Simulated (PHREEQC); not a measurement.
Make-up at 25 °C: 0.0015 mol NiSO4, 0.0015 mol H3BO3 and 0.0015 mol HCl per kg of water. Closed to the air; pH follows from the charge balance.

Model: ion-association model, wateq4f.dat, run in PHREEQC.

This is a speciation only: nothing precipitates in the calculation.

Problem. Predict the pH, ionic strength.

Solution. pH 2.89; ionic strength 0.00661 mol/kgw.

Problem. In which forms is S present?

Solution. SO4-2 81 %, NiSO4 11 %, HSO4- 7.9 % of the S.

Species that the database lacks are ignored.
